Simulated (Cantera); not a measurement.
Charge: 1 mol BN, 0.45 mol H₂O, 20 mol H₂, equilibrated at 948 K and 23.0 Pa.

Method: chemical equilibrium by Gibbs-energy minimisation in Cantera with the NASA 1993 tables (ideal gas, pure condensed phases). Candidate condensed phases: B, BN, B₂O₃, B₃O₃H₃, H₂O; 39 gas species. The numbers say what is thermodynamically allowed, not how fast it happens.

Base state: H₂ 0.993, N₂ 0.00724, H₂O 0.000116 (mole fractions); condensed: BN(s) + B₂O₃(l).

Problem. What changes in the equilibrium state with this change: temperature from 948 K to 1623.15 K?

Solution. 
| species | before | after |
|---|---|---|
| H₂ | 0.993 | 0.965 |
| HBO | 1.17e-7 | 0.0165 |
| N₂ | 0.00724 | 0.0107 |
| H | 3.44e-8 | 0.00448 |
| BO | <1e-9 | 0.00169 |
| B₂O₂ | <1e-9 | 0.00154 |
| B₂O₃ | 1.05e-9 | 4.03e-5 |
| H₂O | 0.000116 | 3.35e-6 |
| BN(s), mol | 0.702 | 0.552 |
| B₂O₃(l), mol | 0.149 | 0 |
